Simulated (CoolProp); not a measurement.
Ethylene along the isobar 9.79 MPa: Z from the reference equation and from simpler models built on Tc = 282.4 K, pc = 5.042 MPa, ω = 0.087; each cubic takes its own stable root.

Model: reference Helmholtz-energy equation of state, Smukala 2000, in CoolProp.

```tsv
T (K)	phase	reference
280.3	liquid	0.3057
291.6	supercritical	0.3228
302.9	supercritical	0.3552
314.2	supercritical	0.4150
325.5	supercritical	0.4972
336.9	supercritical	0.5747
348.2	supercritical	0.6367
359.5	supercritical	0.6865
370.8	supercritical	0.7271
382.1	supercritical	0.7609
393.4	supercritical	0.7894
404.7	supercritical	0.8139
416.1	supercritical	0.8352
427.4	supercritical	0.8536
438.7	supercritical	0.8698
450	supercritical	0.8841
```

Question: How far does each simpler model (van der Waals, Soave-Redlich-Kwong) lie from the reference over these 16 states: mean and median of the absolute difference, and the worst?

Answer: 
- van der Waals: mean 11.1 %, median 6.8 %, worst +36.9 % at 280.3 K and 9.79 MPa
- Soave-Redlich-Kwong: mean 5.9 %, median 3.7 %, worst +13.8 % at 302.9 K and 9.79 MPa
